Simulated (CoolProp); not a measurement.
Properties of n-heptane along the isobar 3.8 MPa.

Model: reference Helmholtz-energy equation of state, Span 2003, in CoolProp. It is a short technical equation, of lower accuracy than the large ones.

```csv
T (K),phase,Z,speed of sound (m/s),expansivity (1/kK),viscosity (µPa s),fugacity coefficient
393.7,liquid,0.1939,791.9,1.580,176,0.05459
402.4,liquid,0.1923,760.0,1.639,165,0.06682
411,liquid,0.1910,728.5,1.705,155,0.08066
419.7,liquid,0.1899,696.6,1.780,145,0.09652
428.4,liquid,0.1891,664.6,1.865,136,0.1143
437.1,liquid,0.1884,632.4,1.962,128,0.1341
445.8,liquid,0.1880,600.0,2.074,120,0.1559
454.5,liquid,0.1879,567.4,2.203,113,0.1798
463.2,liquid,0.1880,534.4,2.356,106,0.2056
```

Viscosity comes from a separate model (Michailidou 2014).
